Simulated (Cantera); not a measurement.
An adiabatic, constant-volume homogeneous reactor starts with CH4 : H2 : O2 : N2 = 1 : 0.086 : 4.75 : 17.9 (molar parts), equivalence ratio 0.43, at 1325 K and 170000 Pa.

Cantera simulation using GRI-Mech 3.0 (53 species, 325 reactions); the numbers are that mechanism's predictions, not measurements.

Question: Predict: time of steepest temperature rise; temperature at 0.300 s; equilibrium temperature; x(H2) at 0.300 s; x(O2) at 0.300 s; x(H2O) at 0.300 s.

Answer: 
```
Property                                                               Value
---------------------------------  -----------------------------------------
time of steepest temperature rise                                    1.96 ms
temperature at 0.300 s                                                2390 K
equilibrium temperature                                               2390 K
x(H2) at 0.300 s                   0.000504 (gas-phase equilibrium 0.000504)
x(O2) at 0.300 s                         0.106 (gas-phase equilibrium 0.106)
x(H2O) at 0.300 s                      0.0842 (gas-phase equilibrium 0.0842)
```
